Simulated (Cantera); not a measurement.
# Fe(CO)5 + H2 (iron carbonyl, mercury and lead vapours)

Feed: 1 mol Fe(CO)5, 76 mol H2, held at 0.000990 bar.

These are equilibrium values from Cantera (NASA tables, ideal gas, pure condensed phases), not measurements of a reactor. Candidate condensed phases: C, C6H6, C7H8, C8H18, Fe, Fe(CO)5, FeO, Fe(OH)2, Fe(OH)3, Fe2O3, Fe3O4, H2O; 114 gas species. Condensed phases not in the tables: cementite and carbon dissolved in iron. Equilibrium is a limit: real reactors are often held back by kinetics, nucleation or transport.

```tsv
T (K)	x H2	x CO	x H2O	x CH4	x CO2	x H	x Fe	x C2H2 (acetylene)	n C(graphite)	n Fe(α)	n Fe(γ)
700	0.935	0.0374	0.0148	0.00736	0.00559	<1e-12	<1e-12	<1e-12	1.03	1.00	0
775	0.937	0.0581	0.00243	0.00178	0.000761	3.05e-11	<1e-12	<1e-12	0.114	1.00	0
850	0.938	0.0612	0.000425	0.000510	8.48e-5	6.31e-10	<1e-12	7.94e-12	0	1.00	0
925	0.938	0.0616	0.000122	0.000138	1.62e-5	8.02e-9	<1e-12	5.80e-11	0	1.00	0
1000	0.938	0.0617	4.15e-5	4.54e-5	3.92e-6	6.99e-8	1.50e-11	3.19e-10	0	1.00	0
1075	0.938	0.0617	1.63e-5	1.75e-5	1.15e-6	4.52e-7	4.56e-10	1.39e-9	0	1.00	0
1150	0.938	0.0617	7.21e-6	7.60e-6	3.99e-7	2.30e-6	8.68e-9	5.04e-9	0	1.000	0
1225	0.938	0.0617	3.53e-6	3.66e-6	1.58e-7	9.59e-6	1.14e-7	1.55e-8	0	0	1.000
1300	0.938	0.0617	1.90e-6	1.89e-6	7.09e-8	3.41e-5	1.10e-6	4.10e-8	0	0	1.000
1375	0.938	0.0617	1.14e-6	1.00e-6	3.64e-8	0.000105	8.29e-6	8.87e-8	0	0	0.999
1450	0.938	0.0617	7.95e-7	5.17e-7	2.20e-8	0.000291	5.04e-5	1.48e-7	0	0	0.996
1525	0.937	0.0617	6.32e-7	2.59e-7	1.54e-8	0.000728	0.000255	1.92e-7	0	0	0.979
1600	0.936	0.0616	5.48e-7	1.29e-7	1.20e-8	0.00167	0.00111	2.13e-7	0	0	0.910
```
x: gas mole fraction; n: condensed amount in mol.

From 700 K to 775 K the condensed part is C(graphite) + Fe(α). From 850 K to 1150 K the condensed part is Fe(α). From 1225 K to 1600 K the condensed part is Fe(γ).
